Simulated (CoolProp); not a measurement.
Vapour-liquid equilibrium of CH2F2 (R32) (1) + R1234yf (2) at -83.95 °C; x and y are mole fractions of (1).

The numbers come from the multi-fluid Helmholtz-energy mixture model, Tillner-Roth 1997 and Lemmon 2022; pair parameters Bell 2023 in CoolProp.

| x | bubble pressure (bar) | y at the bubble point | dew pressure at overall composition x (bar) | liquid density (mol/L) |
|---|---|---|---|---|
| 0.05 | 0.05133 | 0.260 | 0.04172 | 12.64 |
| 0.125 | 0.06729 | 0.477 | 0.04471 | 13.13 |
| 0.2 | 0.08137 | 0.600 | 0.04817 | 13.67 |
| 0.275 | 0.09332 | 0.677 | 0.05221 | 14.26 |
| 0.35 | 0.1031 | 0.730 | 0.05696 | 14.91 |
| 0.425 | 0.1111 | 0.768 | 0.06266 | 15.63 |
| 0.5 | 0.1174 | 0.797 | 0.06957 | 16.42 |
| 0.575 | 0.1225 | 0.821 | 0.07809 | 17.31 |
| 0.65 | 0.1267 | 0.842 | 0.08877 | 18.30 |
| 0.725 | 0.1305 | 0.864 | 0.1022 | 19.41 |
| 0.8 | 0.1338 | 0.888 | 0.1181 | 20.67 |
| 0.875 | 0.1369 | 0.919 | 0.1321 | 22.10 |
| 0.95 | 0.1395 | 0.961 | 0.1390 | 23.74 |

No azeotrope shows between x = 0.05 and 0.95.

The pair parameters rest on a limited set of measurements; away from them the model extrapolates.
